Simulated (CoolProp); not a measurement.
Propyne at several states: fugacity coefficient from the reference equation and from simpler models built on Tc = 402.7 K, pc = 5.658 MPa, ω = 0.204; each cubic takes its own stable root.

Model: reference Helmholtz-energy equation of state, Polt 1992, in CoolProp. This equation is an older, rougher fit; its heat capacities, sound speeds and derivatives of the liquid may be far off and weren't checked against measurements.

```json
[
 {"T (K)": "293.9", "p (MPa)": "4.8", "phase": "liquid", "reference": "0.1092", "van der Waals": "0.2852", "Redlich-Kwong": "0.1476", "Soave-Redlich-Kwong": "0.1126", "Peng-Robinson": "0.1097"},
 {"T (K)": "420.5", "p (MPa)": "0.105", "phase": "gas", "reference": "0.9944", "van der Waals": "0.9950", "Redlich-Kwong": "0.9944", "Soave-Redlich-Kwong": "0.9945", "Peng-Robinson": "0.9938"},
 {"T (K)": "295.9", "p (MPa)": "8.23", "phase": "liquid", "reference": "0.07354", "van der Waals": "0.1973", "Redlich-Kwong": "0.09998", "Soave-Redlich-Kwong": "0.07656", "Peng-Robinson": "0.07376"},
 {"T (K)": "364.5", "p (MPa)": "0.0318", "phase": "gas", "reference": "0.9973", "van der Waals": "0.9979", "Redlich-Kwong": "0.9975", "Soave-Redlich-Kwong": "0.9974", "Peng-Robinson": "0.9971"},
 {"T (K)": "303.4", "p (MPa)": "4.25", "phase": "liquid", "reference": "0.1562", "van der Waals": "0.3577", "Redlich-Kwong": "0.2050", "Soave-Redlich-Kwong": "0.1617", "Peng-Robinson": "0.1575"}
]
```
